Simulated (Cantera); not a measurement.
Ignition delay

Mixture: CH4 : H2 : O2 : N2 = 1 : 0.13 : 1.09 : 4.09 (molar parts), equivalence ratio 1.9, at 9.87 atm, adiabatic and at constant pressure. Ignition delay is the time to a rise of 400 K.

Model: GRI-Mech 3.0 (53 species, 325 reactions), integrated in Cantera.

```tsv
T0 (K)	delay (ms)
1200	1.58
1300	0.723
1400	0.322
1500	0.142
1600	0.0632
1700	0.0295
1800	0.0147
1900	0.00787
2000	0.00455
```

* **apparent activation energy between 1800 and 2000 K**: 180 kJ/mol
